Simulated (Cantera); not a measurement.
What does this Cantera script print?

```python
import numpy as np
import cantera as ct

gas_names = """
    F F2 H HF H2 H2F2 H3F3 H4F4 H5F5 H6F6 H7F7 N NF NF2 NF3 NH NH2 NH3 N2 N2H2 N2H4
""".split()
cond_names = """

""".split()


# ... load() reads the species with a 1 bar reference pressure and builds the phases ...
atoms = {
    'NF3': {'N': 1, 'F': 3},
    'H2': {'H': 2},
}
top_T = {}  # K; cautious upper limits of use, not melting points


# ... equilibrate(T, P, feed) seeds the gas with the atoms and calls Mixture.equilibrate('TP', solver="vcs", rtol=1e-11, max_steps=5000) ...
results = []
feed = {'NF3': 1, 'H2': 0.89}  # mol
P = 9300000  # Pa
for T in [1123, 1273, 1423, 1573, 1723, 1873, 2023, 2173, 2323, 2473, 2623, 2773, 2923, 3073]:
    mix = equilibrate(T, P, feed)
    results.append((T, P, feed, dict(zip(mix.species_names, mix.species_moles))))

top = {s: max(r[3][s] / sum(r[3][g] for g in gas_names) for r in results) for s in gas_names}
cols = sorted((s for s in top if top[s] > 0.001), key=lambda s: -top[s])[:6]
seen = [c for c in cond_names if any(r[3].get(c, 0) > 1e-12 for r in results)]
print("log10 of partial pressures in bar; condensed amounts in mol")
print(f"{'T/K':>10s}" + "".join(f"{s[:9]:>10s}" for s in cols + seen))
for T, P, feed, n in results:
    ng = sum(n[g] for g in gas_names)
    print(f"{T:10.4g}" + "".join(f"{np.log10(max(n[s] / ng * P / 1e5, 1e-99)):10.3f}" for s in cols)
          + "".join(f"{n.get(c, 0):10.4g}" for c in seen))
```

It prints:

```
log10 of partial pressures in bar; condensed amounts in mol
       T/K        HF         F        N2        F2       NF3      H2F2
      1123     1.790    -0.054     1.131     0.964     0.886    -0.990
      1273     1.764     0.490     1.172     1.143     0.477    -1.195
      1423     1.745     0.854     1.181     1.151    -0.052    -1.352
      1573     1.728     1.104     1.174     1.066    -0.620    -1.477
      1723     1.712     1.271     1.160     0.916    -1.208    -1.583
      1873     1.699     1.376     1.147     0.718    -1.809    -1.670
      2023     1.689     1.436     1.138     0.490    -2.404    -1.737
      2173     1.683     1.469     1.132     0.255    -2.973    -1.789
      2323     1.680     1.487     1.128     0.027    -3.498    -1.829
      2473     1.678     1.496     1.126    -0.185    -3.976    -1.860
      2623     1.677     1.501     1.125    -0.380    -4.407    -1.886
      2773     1.676     1.505     1.125    -0.558    -4.795    -1.907
      2923     1.676     1.507     1.124    -0.719    -5.145    -1.924
      3073     1.675     1.508     1.124    -0.867    -5.461    -1.939
```

These are equilibrium values from Cantera (NASA tables, ideal gas, pure condensed phases), not measurements of a reactor. The ideal-gas law is rough above about 30 bar.
